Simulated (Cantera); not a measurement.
A perfectly stirred reactor is fed with 1.10 % C2H4, 98.9 % H2, at 0.00130 bar; it is held at 1650 K, and followed from long to short residence time.

Cantera simulation using GRI-Mech 3.0 (53 species, 325 reactions); the numbers are that mechanism's predictions, not measurements. GRI-Mech 3.0 was tuned for natural gas; its chemistry of ethylene as a main component is partial and can be far from experiment. GRI-Mech 3.0 stops at C3 and has no aromatics, soot or wall deposition, so with more carbon than oxygen in the feed, carbon stays in small species such as C2H2 where larger ones or solid carbon would form. Radical loss at walls, strong at low pressure, is not modelled.

Question: Predict: x(C2H4) at τ = 3.60 s; x(H2) at τ = 3.60 s; x(H) at τ = 3.60 s; x(C2H4) at τ = 43.0 ms; x(H2) at τ = 43.0 ms; x(C2H6) at τ = 43.0 ms; x(H) at τ = 43.0 ms.

Answer: 
| Property | Value |
|---|---|
| x(C2H4) at τ = 3.60 s | 0.00100 |
| x(H2) at τ = 3.60 s | 0.989 |
| x(H) at τ = 3.60 s | 5.78e-5 |
| x(C2H4) at τ = 43.0 ms | 0.0102 |
| x(H2) at τ = 43.0 ms | 0.989 |
| x(C2H6) at τ = 43.0 ms | 1.16e-9 |
| x(H) at τ = 43.0 ms | 1.15e-6 |
